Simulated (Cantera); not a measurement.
A Cantera script and its output.

```python
import numpy as np
import cantera as ct

gas = ct.Solution("gri30.yaml")
gas.TPX = 1200, 6200, {'N2O': 1, 'H2O': 0.025}
reactor = ct.IdealGasConstPressureReactor(gas, energy="off", clone=False)
net = ct.ReactorNet([reactor])
net.rtol, net.atol = 1e-08, 1e-18
show = ['N2O', 'H2O', 'O', 'H', 'O2']
times = np.geomspace(2e-05, 2, 12)

steps = ct.SolutionArray(gas, extra=["t"])
rows = []
print(f"{'t/s':>10s}{'T/K':>9s}{'P/Pa':>11s}" + "".join(f"{s:>11s}" for s in show))
for t in times:
    while net.time < t:
        t_next = net.step()
        steps.append(gas.state, t=t_next)
    rows.append([np.interp(t, steps.t, y) for y in (steps.T, steps.P, *steps(*show).X.T)])
    print(f"{t:10.3e}{rows[-1][0]:9.1f}{rows[-1][1]:11.4g}" + "".join(f"{x:11.3e}" for x in rows[-1][2:]))
rate = np.gradient(steps.T, steps.t)
print("integrator steps:", len(steps.t))
if steps.T.max() > steps.T[0] + 200:
    print(f"time of steepest temperature rise: {steps.t[rate.argmax()]:.4e} s")
gas.TPX = 1200, 6200, {'N2O': 1, 'H2O': 0.025}
gas.equilibrate("TP")
print(f"equilibrium (TP): T = {gas.T:.1f} K  " + "  ".join(f"{s} {gas[s].X[0]:.3e}" for s in show))
```

Result:

```
       t/s      T/K       P/Pa        N2O        H2O          O          H         O2
 2.000e-05   1200.0       6200  9.756e-01  2.439e-02  3.767e-07  1.983e-14  3.560e-08
 5.696e-05   1200.0       6200  9.756e-01  2.439e-02  8.957e-07  6.400e-13  2.561e-07
 1.622e-04   1200.0       6200  9.756e-01  2.439e-02  1.631e-06  9.643e-12  1.533e-06
 4.620e-04   1200.0       6200  9.756e-01  2.439e-02  1.982e-06  5.631e-11  6.692e-06
 1.316e-03   1200.0       6200  9.755e-01  2.439e-02  1.997e-06  1.867e-10  2.225e-05
 3.748e-03   1200.0       6200  9.754e-01  2.439e-02  1.994e-06  5.100e-10  6.664e-05
 1.067e-02   1200.0       6200  9.749e-01  2.438e-02  1.987e-06  1.097e-09  1.941e-04
 3.040e-02   1200.0       6200  9.737e-01  2.437e-02  1.980e-06  1.552e-09  5.629e-04
 8.658e-02   1200.0       6200  9.702e-01  2.434e-02  1.961e-06  1.717e-09  1.614e-03
 2.466e-01   1200.0       6200  9.603e-01  2.426e-02  1.903e-06  1.740e-09  4.583e-03
 7.022e-01   1200.0       6200  9.329e-01  2.404e-02  1.819e-06  1.686e-09  1.285e-02
 2.000e+00   1200.0       6200  8.609e-01  2.345e-02  1.756e-06  1.743e-09  3.480e-02
integrator steps: 866
equilibrium (TP): T = 1200.0 K  N2O 3.565e-09  H2O 1.639e-02  O 5.800e-08  H 3.060e-11  O2 3.278e-01
```

Model: GRI-Mech 3.0 (53 species, 325 reactions), integrated in Cantera. GRI-Mech 3.0 was tuned for natural gas; its chemistry of N2O as a main component is partial and can be far from experiment. The mechanism lacks the step 2 NO + O2 → 2 NO2, which can matter for NO2 below about 1400 K. The temperature is held fixed by assumption; the heat of reaction is taken as removed at once.
